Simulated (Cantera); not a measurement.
Cantera run:

```python
import numpy as np
import cantera as ct

gas_names = """
    H HO2 H2 H2O H2O2 O OH O2 O3 Si SiH SiH2 SiH3 SiH4 SiO SiO2 Si2 Si3
""".split()
cond_names = """
    H2O(s) H2O(L) Si(cr) Si(L) SiO2(Lqz) SiO2(hqz) SiO2(L)
""".split()


def load(file, names, dense=False):
    # The tables refer to 1 bar. Condensed volumes are neglected.
    table = {s.name: s for s in ct.Species.list_from_file(file)}
    out = []
    for n in names:
        d = dict(table[n].input_data)
        d["thermo"] = dict(d["thermo"], **{"reference-pressure": 1e5})
        if dense:
            d["equation-of-state"] = {"model": "constant-volume", "density": "1e6 g/cm^3"}
        out.append(ct.Species.from_dict(d))
    return out


gas = ct.Solution(thermo="ideal-gas", species=load("nasa_gas.yaml", gas_names))
cond = {s.name: ct.Solution(thermo="fixed-stoichiometry", species=[s], name=s.name)
        for s in load("nasa_condensed.yaml", cond_names, dense=True)}
atoms = {
    'SiH4': {'Si': 1, 'H': 4},
    'H2O': {'H': 2, 'O': 1},
}
top_T = {}  # K; cautious upper limits of use, not melting points


def equilibrate(T, P, feed):
    n = {}
    for name, mol in feed.items():
        for a, k in atoms[name].items():
            n[a] = n.get(a, 0.0) + k * mol
    gas.TPX = T, P, n
    mass = sum(n.values()) * gas.mean_molecular_weight
    gas.equilibrate("TP")
    valid = [c for c in cond.values() if c.min_temp <= T <= top_T.get(c.name, c.max_temp)]
    mix = ct.Mixture([(gas, mass / gas.mean_molecular_weight)] + [(c, 0.0) for c in valid])
    mix.T, mix.P = T, P
    mix.equilibrate("TP", solver="vcs", rtol=1e-11, max_steps=5000)
    return mix


results = []
feed = {'SiH4': 1, 'H2O': 0.33}  # mol
T = 1823  # K
P = 46  # Pa
mix = equilibrate(T, P, feed)
results.append((T, P, feed, dict(zip(mix.species_names, mix.species_moles))))
x = sorted(zip(gas.X, gas.species_names), reverse=True)
print(f"T = {T:g} K  P = {P:g} Pa  gas = {mix.phase_moles(0):.4g} mol")
print("   x: " + "  ".join(f"{s} {v:.3e}" for v, s in x if v > 0.001))
print("   condensed (mol): " + ("  ".join(f"{mix.phase(i).name} {mix.phase_moles(i):.4g}"
      for i in range(1, mix.n_phases) if mix.phase_moles(i) > 1e-12) or "none"))
```

Output:

```
T = 1823 K  P = 46 Pa  gas = 2.712 mol
   x: H2 8.498e-01  SiO 1.217e-01  H 1.862e-02  Si 9.610e-03
   condensed (mol): Si(L) 0.6429
```

Cantera equilibrium calculation (NASA polynomials, part measured and part estimated; ideal gas, pure solids and liquids). Gases not in the tables: Si2H6 and higher silanes.
